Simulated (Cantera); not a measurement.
Input (Python, Cantera):

```python
import numpy as np
import cantera as ct

gas = ct.Solution("h2o2.yaml")


def delay(T, t_max=10):
    gas.TPX = T, 1900000, {'H2': 1, 'O2': 0.685, 'N2': 2.58}
    reactor = ct.IdealGasReactor(gas, clone=False)
    net = ct.ReactorNet([reactor])
    net.rtol, net.atol = 1e-8, 1e-16
    while net.time < t_max:
        t_old, T_old = net.time, reactor.T
        net.step()
        if reactor.T > T + 400:  # ignition: a rise of 400 K
            return t_old + (T + 400 - T_old) / (reactor.T - T_old) * (net.time - t_old)
    return np.nan


taus = []
for T in [975, 1025, 1075, 1125, 1175, 1225, 1275, 1325]:
    taus.append(delay(T))
    print(f"T0 = {T:6g} K   tau = {taus[-1]:.4e} s")
```

Result:

```
T0 =    975 K   tau = 1.2146e-02 s
T0 =   1025 K   tau = 3.9685e-03 s
T0 =   1075 K   tau = 1.4049e-03 s
T0 =   1125 K   tau = 5.2403e-04 s
T0 =   1175 K   tau = 1.9959e-04 s
T0 =   1225 K   tau = 7.4089e-05 s
T0 =   1275 K   tau = 2.4485e-05 s
T0 =   1325 K   tau = 6.4970e-06 s
```

Cantera simulation using the H2/O2 subset of GRI-Mech 3.0, which has no nitrogen chemistry; the numbers are that mechanism's predictions, not measurements. The hydrogen kinetics of GRI-Mech 3.0 are dated; newer H2 mechanisms differ, most at raised pressure. The pressure lies above the range GRI-Mech 3.0 was tuned for (to about 10 atm).
